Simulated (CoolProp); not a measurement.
Vapour-liquid equilibrium of R134a (1) + isobutane (2) at 54.85 °C; x and y are mole fractions of (1).

Model: multi-fluid Helmholtz-energy mixture model, Tillner-Roth 1994 and Bücker 2006; pair parameters Bell 2016, in CoolProp.

```
x      bubble pressure (bar)  y at the bubble point  dew pressure at overall composition x (bar)  liquid density (mol/L)
-----  ---------------------  ---------------------  -------------------------------------------  ----------------------
0.05                   9.343                  0.182                                        8.101                   8.785
0.125                  11.27                  0.337                                        8.771                   8.793
0.2                    12.70                  0.430                                        9.540                   8.805
0.275                  13.76                  0.494                                        10.43                   8.825
0.35                   14.56                  0.542                                        11.45                   8.857
0.425                  15.16                  0.582                                        12.61                   8.909
0.5                    15.63                  0.619                                        13.86                   8.987
0.575                  15.98                  0.654                                        15.06                   9.097
0.65                   16.22                  0.692                                        15.94                   9.248
0.725                  16.34                  0.733                                        16.33                   9.443
0.8                    16.30                  0.782                                        16.25                   9.687
0.875                  16.04                  0.844                                        15.86                   9.981
0.95                   15.48                  0.926                                        15.29                   10.32
```

y crosses x between x = 0.725 and 0.8: the model has an azeotrope there.

Pair parameters are fitted to limited data, so mixtures are less certain than the pure fluids.
